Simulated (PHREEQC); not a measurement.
K2CO3 is added in steps, without added water, to 1 kg of water holding 0.018 mol/kgw H2SO4 and 0.00019 mol/kgw Fe(NO3)3, at 20 °C. Oxygen alone is held at its pressure in air (log pO2 = -0.68). The system is closed to CO2. Solids allowed: Fe(OH)3(a), Jarosite-K. Others were left out.

Base run: PHREEQC, ion-association model, wateq4f.dat. Each further column changes one thing. The table gives pH.

```
K2CO3 added (mol)  base  H2SO4 replaced by K2SO4 at the same molality  0.0046 mol/kgw HNO3 added  Fe(NO3)3 left out  no solid may form
-----------------  ----  --------------------------------------------  -------------------------  -----------------  -----------------
0                  1.64                                          3.71                       1.58               1.64               1.64
0.00225            1.71                                         10.40                       1.64               1.71               1.71
0.0045             1.79                                             …                       1.71               1.79               1.79
0.00675            1.88                                         10.81                       1.78               1.88               1.88
0.009              1.98                                             …                       1.87               1.99               1.98
0.01125            2.12                                         10.95                       1.98               2.12               2.12
0.0135             2.31                                         11.00                       2.12               2.31               2.31
0.01575            2.60                                         11.04                       2.30               2.63               2.62
0.018              3.67                                         11.07                       2.59               4.17               3.89
0.02025            5.70                                         11.10                       3.58               5.75               5.70
0.0225             6.07                                         11.12                       5.63               6.11                  …
0.02475            6.33                                         11.15                       5.99               6.37                  …
0.027              6.55                                         11.16                       6.24               6.59                  …
```

Complete the blanks.


- 0.0045, H2SO4 replaced by K2SO4 at the same molality: 10.67
- 0.009, H2SO4 replaced by K2SO4 at the same molality: 10.89
- 0.0225, no solid may form: 6.08
- 0.02475, no solid may form: 6.34
- 0.027, no solid may form: 6.56

 In at least one series the solution becomes supersaturated in solids that the run did not let form, among them Fe(OH)3(a), Jarosite-K.
